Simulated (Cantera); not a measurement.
Feed: 1 mol SiC, 0.11 mol N2O, 340 mol N2, 0.058 mol O2, equilibrated at 1.10 Pa.

Method: chemical equilibrium by Gibbs-energy minimisation in Cantera with the NASA 1993 tables (ideal gas, pure condensed phases). Candidate condensed phases: C, Si, SiC, SiO2, Si2N2O, Si3N4; 34 gas species. The numbers say what is thermodynamically allowed, not how fast it happens.

Problem. Which condensed phases are stable at each of these points (T (K)): 1623, 1673, 1723, 1773, 1823, 1873, 1923, 1973, 2023, 2073, 2123, 2173?

Solution. 
```
T (K)      condensed phases  Si condensed (%)
-----  --------------------  ----------------
1623                 SiC(s)              78.3
1673                 SiC(s)              77.2
1723   C(graphite) + SiC(s)              47.8
1773            C(graphite)               0.0
1823            C(graphite)               0.0
1873            C(graphite)               0.0
1923            C(graphite)               0.0
1973            C(graphite)               0.0
2023            C(graphite)               0.0
2073            C(graphite)               0.0
2123            C(graphite)               0.0
2173               gas only               0.0
```

From 1623 K to 1673 K the condensed part is SiC(s). At 1723 K the condensed part is C(graphite) + SiC(s). From 1773 K to 2123 K the condensed part is C(graphite). At 2173 K nothing is condensed.
